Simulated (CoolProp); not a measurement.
Vapour-liquid equilibrium of R114 (1) + R113 (2) at 384.3 K; x and y are mole fractions of (1).

Model: multi-fluid Helmholtz-energy mixture model, Platzer 1990 and Marx 1992; pair parameters Bell 2016, in CoolProp. This equation is an older, rougher fit; its heat capacities, sound speeds and derivatives of the liquid may be far off and weren't checked against measurements.

```json
[
 {"x": "0.05", "bubble pressure, mixture model (MPa)": "0.6147", "bubble pressure, Raoult's law (MPa)": "0.6228", "y, mixture model": "0.117", "y, Raoult's law": "0.142"},
 {"x": "0.2", "bubble pressure, mixture model (MPa)": "0.7760", "bubble pressure, Raoult's law (MPa)": "0.8030", "y, mixture model": "0.383", "y, Raoult's law": "0.439"},
 {"x": "0.35", "bubble pressure, mixture model (MPa)": "0.9439", "bubble pressure, Raoult's law (MPa)": "0.9833", "y, mixture model": "0.566", "y, Raoult's law": "0.628"},
 {"x": "0.5", "bubble pressure, mixture model (MPa)": "1.118", "bubble pressure, Raoult's law (MPa)": "1.163", "y, mixture model": "0.700", "y, Raoult's law": "0.758"},
 {"x": "0.65", "bubble pressure, mixture model (MPa)": "1.298", "bubble pressure, Raoult's law (MPa)": "1.344", "y, mixture model": "0.806", "y, Raoult's law": "0.853"},
 {"x": "0.8", "bubble pressure, mixture model (MPa)": "1.488", "bubble pressure, Raoult's law (MPa)": "1.524", "y, mixture model": "0.895", "y, Raoult's law": "0.926"},
 {"x": "0.95", "bubble pressure, mixture model (MPa)": "1.692", "bubble pressure, Raoult's law (MPa)": "1.704", "y, mixture model": "0.974", "y, Raoult's law": "0.983"}
]
```

The largest gap from Raoult's law is -4.0 % in bubble pressure, at x = 0.35. No azeotrope shows between x = 0.05 and 0.95.

The pair parameters rest on a limited set of measurements; away from them the model extrapolates.
